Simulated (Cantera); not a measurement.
Charge: 1 mol C₂F₆, 0.017 mol Si, 2 mol H₂, held at 952 °C and 10.0 Torr.

These are equilibrium values from Cantera (NASA tables, ideal gas, pure condensed phases), not measurements of a reactor. Candidate condensed phases: C, C₆H₆, C₇H₈, C₈H₁₈, Si, SiC; 113 gas species. The feed counts by its element totals alone. Gases not in the tables: C₂F₆ and larger saturated fluorocarbons. Rates play no part.

Base state: HF 0.889, CF₄ 0.107, SiF₄ 0.00378 (mole fractions); condensed: C(graphite).

**Question.** What changes in the equilibrium state with this change: 0.23 mol Cl₂ added?

**Answer.** 
| species | before | after |
|---|---|---|
| HF | 0.889 | 0.778 |
| CF₄ | 0.107 | 0.124 |
| HCl | 0 | 0.0839 |
| SiF₄ | 0.00378 | 0.00366 |
| Cl₂ | 0 | 0.00529 |
| Cl | 0 | 0.00384 |
| CClF₃ | 0 | 0.000808 |
| C(graphite), mol | 1.52 | 1.42 |
